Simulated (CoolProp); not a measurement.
Saturation properties of oxygen.

Computed with CoolProp (reference Helmholtz-energy equation of state, Schmidt 1985).

```
T (K)  p (kPa)  liquid density (kg/m³)  vapour density (kg/m³)  enthalpy of vaporisation (kJ/kg)  vapour viscosity (µPa s)
-----  -------  ----------------------  ----------------------  --------------------------------  ------------------------
100.7    269.3                    1087                   11.01                             201.8                      7.78
104.5    364.4                    1067                   14.59                             197.1                      8.09
108.4    485.8                    1045                   19.13                             191.9                      8.41
112.2    630.5                    1023                   24.53                             186.5                      8.73
116      804.3                   999.4                   31.04                             180.5                      9.06
119.8     1010                   975.2                   38.86                             174.0                      9.41
123.7     1259                   948.9                   48.48                             166.7                      9.78
127.5     1541                   921.5                   59.75                             158.8                      10.2
131.3     1865                   892.2                   73.29                             150.0                      10.6
135.1     2235                   860.1                   89.73                             140.1                      11.1
139       2668                   823.4                   110.6                             128.5                      11.7
142.8     3145                   782.4                   136.4                             115.1                      12.4
146.6     3682                   733.0                   170.7                             98.64                      13.3
```

It boils at 90.2 K under 1 atm.

Viscosity comes from a separate model (Lemmon 2004).
